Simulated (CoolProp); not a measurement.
Vapour-liquid equilibrium of R113 (1) + benzene (2) at 392 kPa; x and y are mole fractions of (1).

Computed with CoolProp (multi-fluid Helmholtz-energy mixture model, Marx 1992 and Thol 2012; pair parameters Bell 2016).

```json
[
 {"x": "0.05", "bubble temperature (K)": "399.9", "y at the bubble point": "0.137", "dew temperature at overall composition x (K)": "403.0", "liquid density (mol/L)": "9.529"},
 {"x": "0.125", "bubble temperature (K)": "394.2", "y at the bubble point": "0.290", "dew temperature at overall composition x (K)": "400.3", "liquid density (mol/L)": "9.351"},
 {"x": "0.2", "bubble temperature (K)": "389.9", "y at the bubble point": "0.403", "dew temperature at overall composition x (K)": "397.6", "liquid density (mol/L)": "___"},
 {"x": "0.275", "bubble temperature (K)": "386.4", "y at the bubble point": "0.491", "dew temperature at overall composition x (K)": "394.8", "liquid density (mol/L)": "8.975"},
 {"x": "0.35", "bubble temperature (K)": "383.5", "y at the bubble point": "0.562", "dew temperature at overall composition x (K)": "391.9", "liquid density (mol/L)": "8.787"},
 {"x": "0.425", "bubble temperature (K)": "381.0", "y at the bubble point": "0.624", "dew temperature at overall composition x (K)": "389.0", "liquid density (mol/L)": "8.602"},
 {"x": "0.5", "bubble temperature (K)": "378.9", "y at the bubble point": "___", "dew temperature at overall composition x (K)": "386.0", "liquid density (mol/L)": "___"},
 {"x": "0.575", "bubble temperature (K)": "377.0", "y at the bubble point": "0.729", "dew temperature at overall composition x (K)": "382.9", "liquid density (mol/L)": "8.247"},
 {"x": "0.65", "bubble temperature (K)": "375.2", "y at the bubble point": "0.778", "dew temperature at overall composition x (K)": "380.0", "liquid density (mol/L)": "8.079"},
 {"x": "0.725", "bubble temperature (K)": "373.6", "y at the bubble point": "0.825", "dew temperature at overall composition x (K)": "377.1", "liquid density (mol/L)": "7.917"},
 {"x": "0.8", "bubble temperature (K)": "372.1", "y at the bubble point": "0.872", "dew temperature at overall composition x (K)": "374.5", "liquid density (mol/L)": "7.761"},
 {"x": "0.875", "bubble temperature (K)": "370.8", "y at the bubble point": "0.919", "dew temperature at overall composition x (K)": "372.1", "liquid density (mol/L)": "7.611"},
 {"x": "0.95", "bubble temperature (K)": "369.4", "y at the bubble point": "0.967", "dew temperature at overall composition x (K)": "369.9", "liquid density (mol/L)": "7.467"}
]
```

Q: Fill in the missing entries.

A: 
- 0.2, liquid density (mol/L): 9.165
- 0.5, y at the bubble point: 0.679
- 0.5, liquid density (mol/L): 8.422

No azeotrope shows between x = 0.05 and 0.95.

The pair parameters rest on a limited set of measurements; away from them the model extrapolates.
